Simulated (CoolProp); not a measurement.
The fluid at 195.17 K and 0.0163 MPa is throttled through a valve to 0.00167 MPa with no heat exchange. The same conditions are run with several fluids, on thermodynamics alone (safety and materials aside).

The numbers come from the reference Helmholtz-energy equation of state of each fluid (carbonyl sulfide: Lemmon 2006; ethylene: Smukala 2000; fluorine: de Reuck 1990; nitrous oxide: Lemmon 2006; hydrogen chloride: Thol 2018) in CoolProp.

### Question
Rank carbonyl sulfide, ethylene, fluorine, nitrous oxide, hydrogen chloride by temperature change (K), highest first.

### Answer
fluorine (-0.1), ethylene (-0.4), nitrous oxide (-0.5), hydrogen chloride (-0.7), carbonyl sulfide (-1.0)

```csv
fluid,final density (kg/m³)
carbonyl sulfide,0.0622
ethylene,0.0289
fluorine,0.0391
nitrous oxide,0.0454
hydrogen chloride,0.0377
```
